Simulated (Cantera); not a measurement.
A closed system holds: 1 mol FeS2, 0.67 mol H2S, 0.034 mol O2, held at 1398 K and 1.40 bar.

Cantera equilibrium calculation (NASA polynomials, part measured and part estimated; ideal gas, pure solids and liquids). FeS: taken at fixed stoichiometry. The numbers say what is thermodynamically allowed, not how fast it happens.

```tsv
species	before	after
S2	0.464	0.488
H2S	0.400	0.248
H2O	0.0532	0.201
H2	0.0803	0.0487
SO2	0.000240	0.00954
S2O	0.000485	0.00317
SO	4.97e-5	0.000317
SH	0.00203	0.00162
FeS(s), mol	1.00	1.00
```
Gas species are given as mole fractions.

**Question.** Name the change that produced these shifts.
A) O2 from 0.034 to 0.081 mol
B) temperature from 1398 K to 723 K
C) O2 from 0.034 to 0.15 mol
D) O2 from 0.034 to 5.7 mol

**Answer.** C, O2 from 0.034 to 0.15 mol
